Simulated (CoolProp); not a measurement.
Vapour-liquid equilibrium of isobutane (1) + isobutene (2) at 207.8 K; x and y are mole fractions of (1).

The numbers come from the multi-fluid Helmholtz-energy mixture model, Bücker 2006 and Lemmon 2005; pair parameters Bell 2016 in CoolProp.

```csv
x,bubble pressure (kPa),y at the bubble point,dew pressure at overall composition x (kPa),liquid density (mol/L)
0.05,4.935,0.073,4.896,12.23
0.125,5.108,0.174,___,12.14
0.2,5.271,0.266,5.154,12.05
0.275,5.424,0.351,___,11.96
0.35,5.568,0.430,5.423,11.87
0.425,5.704,0.505,5.559,11.79
0.5,5.834,0.576,5.696,11.71
0.575,5.957,0.644,5.833,11.62
0.65,6.075,0.710,5.968,11.54
0.725,___,0.774,6.102,___
0.8,6.295,0.837,6.232,11.39
0.875,6.398,0.898,6.359,11.31
0.95,___,0.959,6.482,11.23
```

Task: Fill in the missing entries.

Result: 
- 0.125, dew pressure at overall composition x (kPa): 5.023
- 0.275, dew pressure at overall composition x (kPa): 5.287
- 0.725, bubble pressure (kPa): 6.187
- 0.725, liquid density (mol/L): 11.46
- 0.95, bubble pressure (kPa): 6.497

No azeotrope shows between x = 0.05 and 0.95.

Pair parameters are fitted to limited data, so mixtures are less certain than the pure fluids.
